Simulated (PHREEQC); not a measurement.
**Copper plating or etch bath (model solution)**

Solution (4.2 °C): 0.0083 mol CuCl2, 0.023 mol HCl and 0.00069 mol Na2SO4 per kg of water. Closed to the air; pH follows from the charge balance.

Equilibrium calculation in PHREEQC: ion-association model, phreeqc.dat.

Each row changes one thing in this solution. No solid was allowed to form.

```
case                                       pH  Cu+2 (mol/kgw)  SO4-2 (mol/kgw)  HSO4- (mol/kgw)  CuCl+ (mol/kgw)  CuSO4 (mol/kgw)  SI of Halite (NaCl)
---------------------------------------  ----  --------------  ---------------  ---------------  ---------------  ---------------  -------------------
as made                                  1.71         0.00805         0.000336         0.000243         0.000141         0.000110                -5.98
diluted 5-fold with water                2.38         0.00164         0.000103          2.09e-5          7.99e-6          1.37e-5                -7.30
Na2SO4 from 0.00069 to 0.000345 mol/kgw  1.71               …                …         0.000122         0.000143          5.56e-5                    …
temperature from 4.2 to 5 °C             1.71         0.00804         0.000334         0.000245         0.000148         0.000110                -5.98
temperature from 4.2 to 40 °C            1.71         0.00745         0.000241         0.000359         0.000750          8.85e-5                -6.03
```

Question: Complete the blanks.

Answer: 
- Na2SO4 from 0.00069 to 0.000345 mol/kgw, Cu+2 (mol/kgw): 0.00810
- Na2SO4 from 0.00069 to 0.000345 mol/kgw, SO4-2 (mol/kgw): 0.000167
- Na2SO4 from 0.00069 to 0.000345 mol/kgw, SI of Halite (NaCl): -6.28

Away from 25 °C the constants follow the database's enthalpies or fits; those with neither stay at their 25 °C values.
